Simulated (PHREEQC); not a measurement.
**Nickel, zinc or cadmium bath**

Dissolve 0.057 mol/kgw ZnCl2 and 0.00017 mol/kgw NiCl2 at 60 °C. Closed to the air; pH follows from the charge balance.

The numbers come from PHREEQC with the ion-association model, wateq4f.dat.

No solid was allowed to form.

Problem. Estimate the pH, ionic strength.

Solution. pH 4.84; ionic strength 0.139 mol/kgw.

Problem. In which forms is Zn present?

Solution. Zn+2 73 %, ZnCl+ 26 %, ZnCl2 1.5 % of the Zn.

Away from 25 °C the constants follow the database's enthalpies or fits; those with neither stay at their 25 °C values.
